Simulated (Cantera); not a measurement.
Charge: 1 mol Si, 0.87 mol Br2, 93 mol N2, held at 1400 K and 7.50 Torr.

These are equilibrium values from Cantera (NASA tables, ideal gas, pure condensed phases), not measurements of a reactor. N2 is the only nitrogen source here; it is nearly inert below about 1500 K, so the nitride shown seldom forms there in practice. The tables' values for SiBr3 are old estimates; treat these amounts as uncertain. The numbers say what is thermodynamically allowed, not how fast it happens.

```json
[
 {"species": "N2", "before": "0.989", "after": "0.984"},
 {"species": "SiBr2", "before": "0.00553", "after": "0.00833"},
 {"species": "Br", "before": "0.00442", "after": "0.00541"},
 {"species": "SiBr4", "before": "0.000526", "after": "0.00119"},
 {"species": "SiBr3", "before": "0.000326", "after": "0.000603"},
 {"species": "Br2", "before": "6.80e-6", "after": "1.02e-5"},
 {"species": "Si3N4(s), mol", "before": "0.134", "after": "0.128"}
]
```
Gas species are given as mole fractions.

Q: What was changed between the two runs?
A) Br2 from 0.87 to 4.7 mol
B) N2 from 93 to 60 mol
C) temperature from 1400 K to 523.15 K
D) temperature from 1400 K to 1600 K

A: B, N2 from 93 to 60 mol
